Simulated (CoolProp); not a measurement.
A single-stage vapour-compression cycle with the fluid: evaporating at 262.15 K (dew point), condensing at 327.15 K (bubble point), superheat 0 K, subcooling 8 K, compressor efficiency 0.7, no pressure losses. The same conditions are run with several fluids, on thermodynamics alone (safety and materials aside).

Values from CoolProp's reference Helmholtz-energy equation of state of each fluid (n-perfluorobutane: Gao 2022; R134a: Tillner-Roth 1994; cis-2-butene: Lemmon 2005; R142b: Lemmon 2006; hydrogen sulfide: Lemmon 2006; n-butane: Bücker 2006).

Question: Rank n-perfluorobutane, R134a, cis-2-butene, R142b, hydrogen sulfide, n-butane by cooling COP, highest first.

Answer: cis-2-butene (2.32), R142b (2.25), n-butane (2.22), hydrogen sulfide (2.12), R134a (2.10), n-perfluorobutane (1.48)

| fluid | pressure ratio | discharge temperature (K) | refrigerating effect (kJ/kg) | volumetric capacity (kJ/m³) |
|---|---|---|---|---|
| n-perfluorobutane | 8.87 | 327.1 | 35.7 | 282 |
| R134a | 7.55 | 350.3 | 127 | 1220 |
| cis-2-butene | 8.91 | 357.0 | 301 | 444 |
| R142b | 8.05 | 351.6 | 150 | 677 |
| hydrogen sulfide | 5.24 | 439.2 | 355 | 4500 |
| n-butane | 8.23 | 338.8 | 257 | 473 |

The compression ends wet for: n-perfluorobutane.
